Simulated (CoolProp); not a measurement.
Vapour-liquid equilibrium of acetone (1) + benzene (2) at 2.7 bar; x and y are mole fractions of (1).

Computed with CoolProp (multi-fluid Helmholtz-energy mixture model, Lemmon 2006 and Thol 2012; pair parameters Bell 2016).

```
x      bubble temperature (K)  y at the bubble point  dew temperature at overall composition x (K)  liquid density (mol/L)
-----  ----------------------  ---------------------  --------------------------------------------  ----------------------
0.05                    385.7                  0.114                                         387.5                   9.996
0.125                   381.8                  0.252                                         385.4                   10.16
0.2                     378.6                  0.361                                         383.3                   10.31
0.275                   375.9                  0.451                                         381.1                   10.47
0.35                    373.6                  0.528                                         378.9                   10.63
0.425                   371.6                  0.596                                         376.7                   10.79
0.5                     369.8                  0.657                                         374.4                   10.95
0.575                   368.1                  0.714                                         372.2                   11.12
0.65                    366.7                  0.767                                         370.0                   11.30
0.725                   365.3                  0.819                                         367.8                   11.48
0.8                     364.1                  0.869                                         365.8                   11.67
0.875                   362.9                  0.918                                         363.9                   11.87
0.95                    361.8                  0.967                                         362.2                   12.08
```

No azeotrope shows between x = 0.05 and 0.95.

The pair parameters rest on a limited set of measurements; away from them the model extrapolates.
